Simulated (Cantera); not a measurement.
Input: 1 mol Si, 29 mol HCl, 0.89 mol N2, at 573.15 K and 2.20 Pa.

Cantera equilibrium calculation (NASA polynomials, part measured and part estimated; ideal gas, pure solids and liquids). Candidate condensed phases: NH4Cl, Si, Si3N4; 28 gas species. Kinetics and transport are ignored.

What is the equilibrium state?


```json
{
  "x(HCl)": "0.865",
  "x(H2)": "0.0692",
  "x(SiCl4)": "0.0346",
  "x(N2)": "0.0308",
  "gas_amount": "28.89 mol",
  "log10 activity of Si(s) (absent)": "-16.66"
}
```
